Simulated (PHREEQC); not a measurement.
NaOH is added in steps, without added water, to 1 kg of water holding 0.14 mol KHCO3, at 20 °C. Oxygen is held at 0.21 atm. The system is closed to CO2. Precipitation was switched off in this run.

Base run: PHREEQC, ion-association model, phreeqc.dat. Each further column changes one thing. The table gives pH.

```
NaOH added (mol)   base  database wateq4f.dat  Debye-Hückel limiting law  Davies equation for every ion  database pitzer.dat
----------------  -----  --------------------  -------------------------  -----------------------------  -------------------
0                  8.14                  8.14                       8.00                           8.14                 8.11
0.01083            8.94                  8.94                       8.70                           8.93                 8.91
0.02167            9.24                  9.24                       8.98                           9.24                 9.22
0.03792            9.51                  9.51                       9.23                           9.51                 9.51
0.04875            9.65                  9.65                       9.35                           9.65                 9.66
0.05958            9.77                  9.77                       9.46                           9.78                 9.79
0.07042            9.89                  9.89                       9.56                           9.90                 9.92
0.08125           10.01                 10.01                       9.67                          10.02                10.05
0.09208           10.14                 10.14                       9.78                          10.16                10.19
0.1083            10.37                 10.37                       9.99                          10.39                10.43
0.1192            10.58                 10.58                      10.19                          10.60                10.64
0.13              10.90                 10.90                      10.51                          10.92                10.96
```

 pitzer.dat has no redox and few complexes: it carries them in its interaction parameters. phreeqc.dat and wateq4f.dat share most of their constants, so their agreement is no independent check. Solids allowed in the column 'database wateq4f.dat': Nahcolite, Natron. Solids allowed in the column 'database pitzer.dat': Kalicinite, Nahcolite, Natron, Trona.
